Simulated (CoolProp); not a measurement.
The fluid at 386.16 K and 0.356 MPa flows at 0.25 m/s in a round tube of 100 mm bore and 45 µm roughness, fully developed (64/Re and Nu = 3.66 if laminar; Colebrook and Gnielinski if turbulent). The same conditions are run with several fluids, on thermodynamics alone (safety and materials aside).

Values from CoolProp's reference Helmholtz-energy equation of state of each fluid (methanol: de Reuck 1993; carbon dioxide: Span 1996; R142b: Lemmon 2006; R123: Younglove 1994; R11: Jacobsen 1992).

Rank methanol, carbon dioxide, R142b, R123, R11 by Reynolds number, highest first.

R123 (32900), R11 (30500), R142b (21500), methanol (7720), carbon dioxide (6450)

| fluid | Darcy friction factor | pressure drop (Pa/m) | heat-transfer coefficient (W/(m² K)) | mass flow (kg/h) |
|---|---|---|---|---|
| methanol | 0.0337 | 0.0400 | 8.00 | 26.9 |
| carbon dioxide | 0.0353 | 0.0543 | 5.03 | 34.7 |
| R142b | 0.0264 | 0.0957 | 10.4 | 81.9 |
| R123 | 0.0242 | 0.137 | 12.1 | 128 |
| R11 | 0.0246 | 0.124 | 9.18 | 114 |

Transport values come from each fluid's own correlations; those of R142b, R11 are estimates that may be off by 10 % or more.
